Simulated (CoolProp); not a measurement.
Vapour-liquid equilibrium of ethanol (1) + n-hexane (2) at 0.354 MPa; x and y are mole fractions of (1).

Model: multi-fluid Helmholtz-energy mixture model, Schroeder 2014 and Thol 2019; pair parameters Bell 2016, in CoolProp.

| x | bubble temperature, mixture model (K) | bubble temperature, Raoult's law (K) | y, mixture model | y, Raoult's law |
|---|---|---|---|---|
| 0.05 | 380.9 | 387.8 | 0.178 | 0.051 |
| 0.125 | 375.7 | 387.8 | 0.309 | 0.128 |
| 0.2 | 373.6 | 387.7 | 0.371 | 0.204 |
| 0.275 | 372.7 | 387.6 | 0.404 | 0.280 |
| 0.35 | 372.3 | 387.5 | 0.424 | 0.355 |
| 0.425 | 372.2 | 387.5 | 0.437 | 0.431 |
| 0.5 | 372.3 | 387.4 | 0.449 | 0.506 |
| 0.575 | 372.5 | 387.4 | 0.465 | 0.580 |
| 0.65 | 373.0 | 387.3 | 0.489 | 0.655 |
| 0.725 | 374.0 | 387.2 | 0.528 | 0.729 |
| 0.8 | 375.9 | 387.2 | 0.593 | 0.803 |
| 0.875 | 379.0 | 387.1 | 0.696 | 0.877 |
| 0.95 | 383.4 | 387.1 | 0.855 | 0.951 |

The largest gap from Raoult's law is -15.3 K in bubble temperature, at x = 0.425. y crosses x between x = 0.425 and 0.5: the model has an azeotrope there.

The pair parameters rest on a limited set of measurements; away from them the model extrapolates.
